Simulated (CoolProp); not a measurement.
Values from CoolProp's reference Helmholtz-energy equation of state, McLinden 2015.

**Question.** For the fluoroketone C6F12O (FK-5-1-12), give the phase and the cp (kJ/(kg K)), cv (kJ/(kg K)), speed of sound (m/s), expansivity (1/kK) at 33.85 °C and 0.906 bar; 76.75 °C and 0.906 bar.

**Answer.** 
- 33.85 °C and 0.906 bar: liquid; cp 1.11, cv 0.891, speed of sound 476, expansivity 1.97
- 76.75 °C and 0.906 bar: gas; cp 0.918, cv 0.885, speed of sound 93.6, expansivity 3.34
